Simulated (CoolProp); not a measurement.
Saturated liquid density (kg/m³) of n-butane: the reference equation beside estimates from Tc = 425.1 K, pc = 3.796 MPa, ω = 0.201.

The numbers come from the reference Helmholtz-energy equation of state, Bücker 2006 in CoolProp.

| T (K) | reference | van der Waals | Soave-Redlich-Kwong | Peng-Robinson |
|---|---|---|---|---|
| 196.2 | 677.6 | 417.8 | 628.3 | 706.2 |
| 201.4 | 672.7 | 415.1 | 624.5 | 702.1 |
| 206.6 | 667.7 | 412.4 | 620.5 | 698.0 |
| 211.8 | 662.7 | 409.6 | 616.5 | 693.7 |
| 217 | 657.7 | 406.8 | 612.4 | 689.3 |
| 222.1 | 652.7 | 404.0 | 608.3 | 684.9 |
| 227.3 | 647.6 | 401.1 | 603.9 | 680.3 |
| 232.5 | 642.5 | 398.2 | 599.5 | 675.6 |
| 237.7 | 637.4 | 395.2 | 594.9 | 670.7 |
| 242.9 | 632.1 | 392.1 | 590.2 | 665.7 |
| 248.1 | 626.9 | 389.0 | 585.4 | 660.5 |
| 253.2 | 621.7 | 385.9 | 580.6 | 655.3 |
| 258.4 | 616.3 | 382.7 | 575.5 | 649.8 |

Absolute difference from the reference over all 13 rows, mean and median: van der Waals 38.1 and 38.1 %, Soave-Redlich-Kwong 6.8 and 6.7 %, Peng-Robinson 5.0 and 5.0 %.
